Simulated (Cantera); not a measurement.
# Premixed flame

A freely propagating, adiabatic, planar premixed flame of CH₄ : O₂ : N₂ = 1 : 1.54 : 5.78 (molar parts), equivalence ratio 1.3, unburnt at 375 K and 0.513 atm; unity-Lewis-number transport, grid criteria slope 0.08 and curve 0.16, no radiation.

Detailed kinetics in Cantera: GRI-Mech 3.0 (53 species, 325 reactions). Unity Lewis numbers drop preferential diffusion, which matters most where H2 and H carry the flame. Burning velocities carry a grid error of a few per cent, more on coarse grids.

```tsv
z (mm)	T (K)	u (m/s)	x CH₄	x O₂	x HCN	x H	x NO	x CH₂CO
-3.46	375	0.297	0.120	0.185	<1e-8	<1e-8	<1e-8	4.30e-8
-2.31	379	0.300	0.120	0.185	6.61e-8	<1e-8	7.80e-8	4.59e-7
-1.73	400	0.317	0.118	0.183	3.73e-7	<1e-8	4.55e-7	2.59e-6
-1.15	543	0.432	0.108	0.169	2.57e-6	<1e-8	3.54e-6	1.78e-5
-0.577	1062	0.862	0.0666	0.113	1.13e-5	1.07e-5	1.88e-5	7.95e-5
-0.289	1471	1.22	0.0317	0.0647	1.89e-5	0.000291	3.26e-5	0.000127
0	1838	1.55	0.00424	0.0196	2.69e-5	0.00460	5.08e-5	6.01e-5
0.289	1952	1.65	9.45e-5	0.00417	1.89e-5	0.0110	7.43e-5	2.93e-6
0.577	1975	1.67	1.47e-6	0.00195	8.63e-6	0.0118	8.76e-5	1.05e-7
1.15	1999	1.68	<1e-8	0.00127	2.01e-6	0.0103	9.62e-5	<1e-8
2.31	2029	1.70	<1e-8	0.000784	1.93e-7	0.00784	0.000100	<1e-8
4.62	2059	1.73	<1e-8	0.000384	<1e-8	0.00526	0.000102	<1e-8
9.24	2081	1.74	<1e-8	0.000150	<1e-8	0.00319	0.000104	<1e-8
```
x: mole fraction of selected species; z is measured from the peak of heat release.

```yaml
laminar_burning_velocity: 29.6 cm/s
thermal_thickness: 1.15 mm
peak x(HCN): 2.71e-5
peak x(H): 0.0119
peak x(CH₂CO): 0.000129
grid_points: 138
```
